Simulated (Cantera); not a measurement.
Metals in furnace atmospheres: Fe + CO₂ + N₂

Feed: 1 mol Fe, 2.4 mol CO₂, a varied amount of N₂, held at 1323 K and 0.170 bar.

Method: chemical equilibrium by Gibbs-energy minimisation in Cantera with the NASA 1993 tables (ideal gas, pure condensed phases). Candidate condensed phases: C, Fe, Fe(CO)₅, FeO, Fe₂O₃, Fe₃O₄; 27 gas species. The tables' stoichiometric FeO is somewhat more stable than real wüstite, so its field is too wide. FeO: taken at fixed stoichiometry. Equilibrium is a limit: real reactors are often held back by kinetics, nucleation or transport.

| n(N₂) (mol) | x N₂ | x CO₂ | x CO | x Fe | n FeO(s) |
|---|---|---|---|---|---|
| 5.7 | 0.704 | 0.173 | 0.123 | 1.60e-9 | 1.00 |
| 7.3 | 0.753 | 0.144 | 0.103 | 1.60e-9 | 1.00 |
| 9.5 | 0.798 | 0.118 | 0.0840 | 1.60e-9 | 1.00 |
| 12 | 0.833 | 0.0972 | 0.0694 | 1.60e-9 | 1.00 |
| 16 | 0.870 | 0.0761 | 0.0543 | 1.60e-9 | 1.00 |
| 21 | 0.897 | 0.0598 | 0.0427 | 1.60e-9 | 1.00 |
| 27 | 0.918 | 0.0476 | 0.0340 | 1.60e-9 | 1.00 |
| 35 | 0.936 | 0.0374 | 0.0267 | 1.60e-9 | 1.00 |
| 45 | 0.949 | 0.0295 | 0.0211 | 1.60e-9 | 1.00 |
| 59 | 0.961 | 0.0228 | 0.0163 | 1.60e-9 | 1.00 |
| 76 | 0.969 | 0.0179 | 0.0128 | 1.60e-9 | 1.00 |
| 99 | 0.976 | 0.0138 | 0.00986 | 1.60e-9 | 1.00 |
x: gas mole fraction; n: condensed amount in mol.

From 5.7 mol N₂ to 99 mol N₂ the condensed part is FeO(s).
